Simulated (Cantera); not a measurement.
Hydrogen reduction and annealing atmospheres: V2O5 + H2 + N2

Input: 1 mol V2O5, 1.5 mol H2, 1.8 mol N2, equilibrated at 1.33 mbar.

Cantera equilibrium calculation (NASA polynomials, part measured and part estimated; ideal gas, pure solids and liquids). Candidate condensed phases: H2O, V, VN, VO, V2O3, V2O4, V2O5; 28 gas species. Mutual solubility and eutectic melting of coexisting phases are not modelled. Condensed phases not in the tables: the oxides between V2O3 and V2O5 other than VO2. Kinetics and transport are ignored.

From 875 °C to 1425 °C the condensed part is V2O3(s) + V2O4(s).

| T (°C) | x N2 | x H2O | x O2 | x VO2 | x H2 | n V2O3(s) | n V2O4(s) |
|---|---|---|---|---|---|---|---|
| 875 | 0.545 | 0.454 | 8.71e-9 | 1.03e-9 | 0.000547 | 0.498 | 0.502 |
| 925 | 0.545 | 0.454 | 4.82e-8 | 7.59e-9 | 0.000690 | 0.498 | 0.502 |
| 975 | 0.545 | 0.454 | 2.32e-7 | 4.74e-8 | 0.000856 | 0.497 | 0.503 |
| 1025 | 0.545 | 0.453 | 9.88e-7 | 2.56e-7 | 0.00105 | 0.497 | 0.503 |
| 1075 | 0.545 | 0.453 | 3.78e-6 | 1.21e-6 | 0.00126 | 0.496 | 0.504 |
| 1125 | 0.545 | 0.453 | 1.31e-5 | 5.12e-6 | 0.00150 | 0.495 | 0.505 |
| 1175 | 0.545 | 0.453 | 4.17e-5 | 1.95e-5 | 0.00177 | 0.495 | 0.505 |
| 1225 | 0.545 | 0.452 | 0.000123 | 6.76e-5 | 0.00206 | 0.494 | 0.506 |
| 1275 | 0.545 | 0.452 | 0.000338 | 0.000216 | 0.00237 | 0.495 | 0.505 |
| 1325 | 0.544 | 0.451 | 0.000871 | 0.000637 | 0.00271 | 0.498 | 0.501 |
| 1375 | 0.543 | 0.449 | 0.00212 | 0.00176 | 0.00306 | 0.506 | 0.491 |
| 1425 | 0.539 | 0.445 | 0.00491 | 0.00455 | 0.00343 | 0.525 | 0.467 |
x: gas mole fraction; n: condensed amount in mol.
